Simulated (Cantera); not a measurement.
**Ignition delay**

Mixture: CH4 : O2 : N2 : CO2 = 1 : 1.11 : 4.78 : 1.6 (molar parts), equivalence ratio 1.8, at 900 Torr, adiabatic and at constant volume. Ignition delay is the time to a rise of 400 K.

Cantera simulation using GRI-Mech 3.0 (53 species, 325 reactions); the numbers are that mechanism's predictions, not measurements.

```json
[
 {"T0 (K)": "1200", "delay (ms)": "82.3"},
 {"T0 (K)": "1275", "delay (ms)": "29.9"},
 {"T0 (K)": "1350", "delay (ms)": "11.4"},
 {"T0 (K)": "1425", "delay (ms)": "4.61"},
 {"T0 (K)": "1500", "delay (ms)": "1.96"},
 {"T0 (K)": "1575", "delay (ms)": "0.892"},
 {"T0 (K)": "1650", "delay (ms)": "0.439"},
 {"T0 (K)": "1725", "delay (ms)": "0.235"}
]
```

```
Quantity                                                Result
--------------------------------------------------  ----------
apparent activation energy between 1575 and 1725 K  200 kJ/mol
```
